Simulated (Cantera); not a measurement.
A closed system holds: 1 mol Si, 30 mol HBr, 5.2 mol H₂, at 1400 K and 1.30 Pa.

Method: chemical equilibrium by Gibbs-energy minimisation in Cantera with the NASA 1993 tables (ideal gas, pure condensed phases). Candidate condensed phases: Br₂, Si; 19 gas species. The tables' values for SiBr₃, SiBr are old estimates; treat these amounts as uncertain. Kinetics and transport are ignored.

Base state: HBr 0.510, H₂ 0.260, Br 0.204, SiBr₂ 0.0254, H 0.000687, SiBr₃ 8.99e-5, SiBr 2.18e-5, Br₂ 1.88e-5 (mole fractions); condensed: gas only.

Problem. What changes in the equilibrium state with this change: temperature from 1400 K to 523.15 K?

Solution. 
```json
[
 {"species": "HBr", "before": "0.510", "after": "0.760"},
 {"species": "H₂", "before": "0.260", "after": "0.211"},
 {"species": "SiBr₄", "before": "8.68e-6", "after": "0.0292"},
 {"species": "Br", "before": "0.204", "after": "<1e-9"},
 {"species": "SiBr₂", "before": "0.0254", "after": "<1e-9"},
 {"species": "H", "before": "0.000687", "after": "<1e-9"},
 {"species": "SiBr₃", "before": "8.99e-5", "after": "<1e-9"},
 {"species": "SiBr", "before": "2.18e-5", "after": "<1e-9"},
 {"species": "Br₂", "before": "1.88e-5", "after": "<1e-9"}
]
```

Problem. What changes in the equilibrium state with this change: pressure from 1.30 Pa to 78000 Pa?

Solution. 
```csv
species,before,after
HBr,0.510,0.760
H₂,0.260,0.210
SiBr₄,8.68e-6,0.0277
Br,0.204,0.00138
SiBr₂,0.0254,0.000492
SiBr,2.18e-5,1.04e-9
SiHBr₃,1.93e-7,0.000334
```
The tables' values for SiBr₃ are old estimates; treat these amounts as uncertain.
